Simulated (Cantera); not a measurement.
Input: 1 mol Si₃N₄, 0.0024 mol O₂, 17 mol H₂, at 0.620 Pa.

Cantera equilibrium calculation (NASA polynomials, part measured and part estimated; ideal gas, pure solids and liquids). Candidate condensed phases: H₂O, Si, SiO₂, Si₂N₂O, Si₃N₄; 35 gas species. The tables' values for SiN are old estimates; treat these amounts as uncertain. Kinetics and transport are ignored.

x: gas mole fraction; n: condensed amount in mol.

| T (K) | x H₂ | x H | x Si | x N₂ | n Si(s) |
|---|---|---|---|---|---|
| 1425 | 0.892 | 0.00259 | 0.000260 | 0.105 | 2.99 |
| 1475 | 0.889 | 0.00491 | 0.000928 | 0.105 | 2.98 |
| 1525 | 0.883 | 0.00893 | 0.00304 | 0.104 | 2.94 |
| 1575 | 0.871 | (withheld) | (withheld) | 0.103 | 2.81 |
| 1625 | 0.846 | 0.0261 | 0.0263 | 0.101 | 2.47 |
| 1675 | 0.792 | (withheld) | (withheld) | 0.0956 | (withheld) |
| 1725 | 0.717 | 0.0632 | 0.130 | 0.0881 | 0 |
| 1775 | 0.688 | 0.0964 | 0.129 | 0.0865 | 0 |
| 1825 | 0.647 | 0.142 | 0.126 | 0.0844 | 0 |

**Question.** Complete the blanks.

**Answer.** 
- 1575, x H: 0.0156
- 1575, x Si: 0.00926
- 1675, x H: 0.0415
- 1675, x Si: 0.0700
- 1675, n Si(s): 1.51
